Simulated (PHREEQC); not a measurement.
Solution (25 °C): 0.68 mol/kgw H2SO4, 0.097 mol/kgw Na2B4O7 and 0.00048 mol/kgw H4SiO4. Closed to the air; pH follows from the charge balance.

All values are PHREEQC results (Pitzer model, pitzer.dat), not measurements.

Precipitation was switched off in this run.

Predict the pH, activity of water, ionic strength.

pH 0.23; activity of water 0.969; ionic strength 1.00 mol/kgw.

In which forms is S present?

HSO4- 76 %, SO4-2 24 % of the S.

Complexes and solids missing from the database can't appear. In brines, pH and single-ion activities rest on the MacInnes convention.
